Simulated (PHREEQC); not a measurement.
# Acid mine or pickling water: an equilibrium model

Synthetic water in mg/kgw, 75 °C, pH 3.83, pe 12.5: Na 49.6; K 1.69; Ca 69.3; Mg 16.6; Cl 84.6; S(6) as SO4 389; Mn(2) 0.218; Fe(3) 74.6; B 2.03.

Valence states are taken as typed.

The numbers come from PHREEQC with the ion-association model, phreeqc.dat.

Precipitation was switched off in this run.

Task: What ionic strength, charge-balance error does the model give?

Result: ionic strength 0.0132 mol/kgw; charge-balance error -10.3 %.

Task: In which forms is S present?

Result: SO4-2 79 %, CaSO4 9.6 %, MgSO4 7.7 %, HSO4- 2.8 %, NaSO4- 0.7 % of the S.

The solution is supersaturated, for example in Jarosite-K, Hematite (slow to form), so a real one may precipitate; this is no full list. At this temperature some constants are extrapolated from 25 °C, and those without enthalpy data are left unchanged.
